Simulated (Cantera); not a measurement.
A closed system holds: 1 mol Ta₂O₅, 2.9 mol H₂, held at 10.0 mbar.

These are equilibrium values from Cantera (NASA tables, ideal gas, pure condensed phases), not measurements of a reactor. Candidate condensed phases: H₂O, Ta, Ta₂O₅; 12 gas species. Mutual solubility and eutectic melting of coexisting phases are not modelled. Condensed phases not in the tables: N, O or C dissolved in the metal. Kinetics and transport are ignored. All values below are at 1598 K.

Base state: H₂ 0.999, H 0.000532, H₂O 0.000196 (mole fractions); condensed: Ta(s) + Ta₂O₅(s).

Problem. What changes in the equilibrium state with this change: Ta₂O₅ replaced by Al₂O₃?

Solution. 
```
species          before     after
-------------  --------  --------
H₂                0.999     0.999
H              0.000532  0.000532
H₂O            0.000196   5.19e-6
Ta(s), mol     0.000228         0
Ta₂O₅(s), mol     1.000         0
Al₂O₃(s), mol         0     1.000
```
Further candidate phases: Al, Al₂O₃.
